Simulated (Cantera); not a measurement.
Charge: 1 mol CH₃SiH₃, 0.02 mol C₂H₂, 21 mol H₂, equilibrated at 825 °C and 260 Pa.

These are equilibrium values from Cantera (NASA tables, ideal gas, pure condensed phases), not measurements of a reactor. Candidate condensed phases: C, C₆H₆, C₇H₈, C₈H₁₈, Si, SiC; 87 gas species. The feed counts by its element totals alone. The numbers say what is thermodynamically allowed, not how fast it happens.

Base state: H₂ 1.000, CH₄ 9.49e-5 (mole fractions); condensed: C(graphite) + SiC(s).

Q: What changes in the equilibrium state with this change: 0.28 mol HF added?

A: 
```tsv
species	before	after
H₂	1.000	0.997
SiF₄	0	0.00271
HF	0	0.000505
SiHF₃	0	4.98e-5
SiF₃	0	2.14e-5
CH₄	9.49e-5	9.42e-5
C(graphite), mol	0.0377	0.105
SiC(s), mol	1.00	0.933
```
The tables' values for SiF₃ are old estimates; treat these amounts as uncertain.
